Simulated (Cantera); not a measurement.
Cantera run:

```python
import numpy as np
import cantera as ct

gas_names = [...]  # 92 gases of nasa_gas.yaml made of C, H, N
cond_names = """
    C(gr) C6H6(L) C7H8(L) C8H18(L),n-octa
""".split()


# ... load() reads the species with a 1 bar reference pressure and builds the phases ...
atoms = {
    'C6H6': {'C': 6, 'H': 6},
    'NH3': {'N': 1, 'H': 3},
}
top_T = {'C(gr)': 4500}  # K; cautious upper limits of use, not melting points


# ... equilibrate(T, P, feed) seeds the gas with the atoms and calls Mixture.equilibrate('TP', solver="vcs", rtol=1e-11, max_steps=5000) ...
results = []
feed = {'C6H6': 1, 'NH3': 0.24}  # mol
T = 2323.15  # K
for P in [10, 100, 1000, 10000, 100000, 1000000, 10000000]:
    mix = equilibrate(T, P, feed)
    results.append((T, P, feed, dict(zip(mix.species_names, mix.species_moles))))

top = {s: max(r[3][s] / sum(r[3][g] for g in gas_names) for r in results) for s in gas_names}
cols = sorted((s for s in top if top[s] > 0.0001), key=lambda s: -top[s])[:5]
seen = [c for c in cond_names if any(r[3].get(c, 0) > 1e-12 for r in results)]
print("log10 of partial pressures in bar; condensed amounts in mol")
print(f"{'P/Pa':>10s}" + "".join(f"{s[:9]:>10s}" for s in cols + seen))
for T, P, feed, n in results:
    ng = sum(n[g] for g in gas_names)
    print(f"{P:10.4g}" + "".join(f"{np.log10(max(n[s] / ng * P / 1e5, 1e-99)):10.3f}" for s in cols)
          + "".join(f"{n.get(c, 0):10.4g}" for c in seen))
```

Output:

```
log10 of partial pressures in bar; condensed amounts in mol
      P/Pa        H2         H        N2       CH4       HCN     C(gr)
        10    -4.471    -4.198    -5.671   -12.630    -6.428     5.955
       100    -3.168    -3.547    -4.580   -10.024    -5.231     5.946
      1000    -2.066    -2.996    -3.539    -7.822    -4.159     5.941
     1e+04    -1.034    -2.480    -2.524    -5.757    -3.136      5.94
     1e+05    -0.024    -1.975    -1.519    -3.737    -2.129     5.938
     1e+06     0.978    -1.473    -0.517    -1.732    -1.126     5.932
     1e+07     1.971    -0.977     0.490     0.254    -0.126     5.873
```

Cantera equilibrium calculation (NASA polynomials, part measured and part estimated; ideal gas, pure solids and liquids). The ideal-gas law is rough above about 30 bar.
